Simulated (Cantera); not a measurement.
Input: 1 mol SiCl4, 77 mol N2, equilibrated at 1027 °C and 133 Pa.

These are equilibrium values from Cantera (NASA tables, ideal gas, pure condensed phases), not measurements of a reactor. Candidate condensed phases: Si, Si3N4; 13 gas species. The tables' values for SiCl3 are old estimates; treat these amounts as uncertain. Rates play no part.

Base state: N2 0.987, SiCl4 0.0124, Cl 0.000414, SiCl3 0.000320, SiCl2 4.87e-5 (mole fractions); condensed: gas only.

What changes in the equilibrium state with this change: temperature from 1027 °C to 1450 °C?


| species | before | after |
|---|---|---|
| N2 | 0.987 | 0.965 |
| Cl | 0.000414 | 0.0225 |
| SiCl2 | 4.87e-5 | 0.0105 |
| SiCl4 | 0.0124 | 0.000459 |
| Cl2 | 1.49e-6 | 1.44e-5 |
| SiCl3 | 0.000320 | 0.00160 |
